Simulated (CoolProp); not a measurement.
trans-2-butene along the isobar 3.46 MPa: Z from the reference equation and from simpler models built on Tc = 155.5 °C, pc = 4.019 MPa, ω = 0.210; each cubic takes its own stable root.

The numbers come from the reference Helmholtz-energy equation of state, Lemmon 2005 in CoolProp. It is a short technical equation, of lower accuracy than the large ones.

```csv
T (°C),phase,reference
-34.95,liquid,0.1467
-10.55,liquid,0.1383
13.85,liquid,0.1320
38.35,liquid,0.1275
62.75,liquid,0.1247
87.15,liquid,0.1241
111.65,liquid,0.1266
136.05,liquid,0.1368
160.45,gas,0.6032
184.95,gas,0.7080
```

**Question.** How far does each simpler model (Redlich-Kwong, Soave-Redlich-Kwong) lie from the reference over these 10 states: mean and median of the absolute difference, and the worst?

**Answer.** 
- Redlich-Kwong: mean 13.2 %, median 12.9 %, worst +27.7 % at 136.05 °C and 3.46 MPa
- Soave-Redlich-Kwong: mean 10.7 %, median 9.9 %, worst +22.8 % at 136.05 °C and 3.46 MPa
